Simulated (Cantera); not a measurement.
## Si3N4 + H2O + N2 (nitride etching)

A closed system holds: 1 mol Si3N4, 2.4 mol H2O, 7.1 mol N2, held at 2.18 Torr.

These are equilibrium values from Cantera (NASA tables, ideal gas, pure condensed phases), not measurements of a reactor. Candidate condensed phases: H2O, Si, SiO2, Si2N2O, Si3N4; 35 gas species. Mutual solubility and eutectic melting of coexisting phases are not modelled. The tables' values for SiN are old estimates; treat these amounts as uncertain. The tables hold silica as quartz up to 1696 K and as liquid above; real silica turns to tridymite and cristobalite and melts near 1996 K. Gases not in the tables: Si2H6 and higher silanes. The numbers say what is thermodynamically allowed, not how fast it happens.

From 900 °C to 1300 °C the condensed part is SiO2(β-quartz) + Si2N2O(s). At 1400 °C the condensed part is Si2N2O(s). From 1500 °C to 1700 °C the condensed part is Si(l). The main Si-bearing gas is SiO throughout.

| T (°C) | x N2 | x H2 | x SiO | x Si | x H | x Si2N | x SiH | n SiO2(β-quartz) | n Si2N2O(s) | n Si(l) |
|---|---|---|---|---|---|---|---|---|---|---|
| 900 | 0.767 | 0.233 | 7.43e-8 | <1e-12 | 1.06e-6 | <1e-12 | <1e-12 | 0.600 | 1.20 | 0 |
| 1000 | 0.767 | 0.233 | 4.39e-6 | <1e-12 | 6.39e-6 | <1e-12 | <1e-12 | 0.600 | 1.20 | 0 |
| 1100 | 0.767 | 0.233 | 0.000141 | 1.33e-11 | 2.98e-5 | <1e-12 | 1.96e-12 | 0.599 | 1.20 | 0 |
| 1200 | 0.765 | 0.232 | 0.00281 | 1.28e-9 | 0.000113 | <1e-12 | 1.19e-10 | 0.590 | 1.19 | 0 |
| 1300 | 0.740 | 0.221 | 0.0383 | 6.94e-8 | 0.000355 | 1.83e-11 | 4.23e-9 | 0.461 | 1.06 | 0 |
| 1400 | 0.669 | 0.188 | 0.142 | 6.68e-6 | 0.000918 | 1.63e-8 | 2.64e-7 | 0 | 0.600 | 0 |
| 1500 | 0.653 | 0.171 | 0.172 | 0.000735 | 0.00219 | 2.54e-5 | 2.02e-5 | 0 | 0 | 0.588 |
| 1600 | 0.651 | 0.169 | 0.172 | 0.00304 | 0.00493 | 7.07e-5 | 6.28e-5 | 0 | 0 | 0.553 |
| 1700 | 0.644 | 0.165 | 0.170 | 0.0109 | 0.0102 | 0.000176 | 0.000172 | 0 | 0 | 0.433 |
x: gas mole fraction; n: condensed amount in mol.
